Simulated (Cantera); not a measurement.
Feed: 1 mol (CH₃)₂SiCl₂, 0.13 mol CH₄, 2.5 mol H₂, equilibrated at 1648 K and 1.00 bar.

Cantera equilibrium calculation (NASA polynomials, part measured and part estimated; ideal gas, pure solids and liquids). Candidate condensed phases: C, C₆H₆, C₇H₈, C₈H₁₈, Si, SiC; 109 gas species. The feed counts by its element totals alone. The tables' values for SiCl₃ are old estimates; treat these amounts as uncertain. Kinetics and transport are ignored.

Base state: H₂ 0.715, HCl 0.276, SiCl₂ 0.00467, SiCl₃ 0.00160, SiCl₄ 0.00121, CH₄ 0.000685, SiHCl₃ 0.000524, H 7.53e-5 (mole fractions); condensed: C(graphite) + SiC(s).

What changes in the equilibrium state with this change: temperature from 1648 K to 2323.15 K?


```json
[
 {"species": "H₂", "before": "0.715", "after": "0.716"},
 {"species": "HCl", "before": "0.276", "after": "0.245"},
 {"species": "SiCl₂", "before": "0.00467", "after": "0.0221"},
 {"species": "H", "before": "7.53e-5", "after": "0.00922"},
 {"species": "Si", "before": "3.18e-9", "after": "0.000175"},
 {"species": "SiC₂", "before": "<1e-9", "after": "2.61e-5"},
 {"species": "Si₂C", "before": "<1e-9", "after": "1.52e-5"},
 {"species": "SiH", "before": "4.94e-9", "after": "5.21e-5"},
 {"species": "C(graphite), mol", "before": "1.18", "after": "1.24"},
 {"species": "SiC(s), mol", "before": "0.946", "after": "0.841"}
]
```
The tables' values for SiCl₃, SiCl are old estimates; treat these amounts as uncertain. Gases not in the tables: Si₂H₆ and higher silanes.
